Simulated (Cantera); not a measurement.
A Cantera script and its output.

```python
import numpy as np
import cantera as ct

gas = ct.Solution("gri30.yaml")
gas.TPX = 1525, 500000, {'CH4': 1, 'C2H6': 0.054, 'O2': 4.47, 'N2': 16.8}
reactor = ct.IdealGasConstPressureReactor(gas, energy="on", clone=False)
net = ct.ReactorNet([reactor])
net.rtol, net.atol = 1e-08, 1e-16
show = ['CH4', 'C2H6', 'O2', 'H2', 'HCN', 'CH3']
times = np.geomspace(9e-06, 0.3, 12)

steps = ct.SolutionArray(gas, extra=["t"])
rows = []
print(f"{'t/s':>10s}{'T/K':>9s}{'P/Pa':>11s}" + "".join(f"{s:>11s}" for s in show))
for t in times:
    while net.time < t:
        t_next = net.step()
        steps.append(gas.state, t=t_next)
    rows.append([np.interp(t, steps.t, y) for y in (steps.T, steps.P, *steps(*show).X.T)])
    print(f"{t:10.3e}{rows[-1][0]:9.1f}{rows[-1][1]:11.4g}" + "".join(f"{x:11.3e}" for x in rows[-1][2:]))
rate = np.gradient(steps.T, steps.t)
print("integrator steps:", len(steps.t))
if steps.T.max() > steps.T[0] + 200:
    print(f"time of steepest temperature rise: {steps.t[rate.argmax()]:.4e} s")
gas.TPX = 1525, 500000, {'CH4': 1, 'C2H6': 0.054, 'O2': 4.47, 'N2': 16.8}
gas.equilibrate("HP")
print(f"equilibrium (HP): T = {gas.T:.1f} K  " + "  ".join(f"{s} {gas[s].X[0]:.3e}" for s in show))
```

It prints:

```
       t/s      T/K       P/Pa        CH4       C2H6         O2         H2        HCN        CH3
 9.000e-06   1524.7      5e+05  4.476e-02  2.373e-03  2.002e-01  5.432e-06  1.926e-15  9.003e-05
 2.320e-05   1525.3      5e+05  4.446e-02  2.295e-03  2.000e-01  6.248e-05  5.904e-14  2.292e-04
 5.978e-05   1543.6      5e+05  4.090e-02  2.052e-03  1.969e-01  9.793e-04  6.917e-12  5.071e-04
 1.541e-04   2472.2      5e+05  8.063e-19  3.243e-32  1.003e-01  7.611e-04  1.894e-12  5.569e-18
 3.971e-04   2476.8      5e+05  5.318e-19  1.647e-35  1.001e-01  6.943e-04  1.759e-12  3.707e-18
 1.024e-03   2474.9      5e+05  5.216e-19  1.589e-35  9.957e-02  6.898e-04  1.944e-12  3.618e-18
 2.638e-03   2470.5      5e+05  4.988e-19  1.465e-35  9.839e-02  6.795e-04  2.305e-12  3.420e-18
 6.799e-03   2462.6      5e+05  4.593e-19  1.261e-35  9.628e-02  6.614e-04  2.783e-12  3.086e-18
 1.752e-02   2454.9      5e+05  4.230e-19  1.085e-35  9.424e-02  6.442e-04  3.084e-12  2.785e-18
 4.516e-02   2452.9      5e+05  4.139e-19  1.043e-35  9.371e-02  6.398e-04  3.141e-12  2.711e-18
 1.164e-01   2452.9      5e+05  4.137e-19  1.042e-35  9.370e-02  6.397e-04  3.142e-12  2.710e-18
 3.000e-01   2452.9      5e+05  4.137e-19  1.042e-35  9.370e-02  6.397e-04  3.142e-12  2.710e-18
integrator steps: 1694
time of steepest temperature rise: 9.2222e-05 s
equilibrium (HP): T = 2452.9 K  CH4 6.169e-19  C2H6 1.862e-35  O2 9.370e-02  H2 6.397e-04  HCN 3.142e-12  CH3 4.041e-18
```

Model: GRI-Mech 3.0 (53 species, 325 reactions), integrated in Cantera.
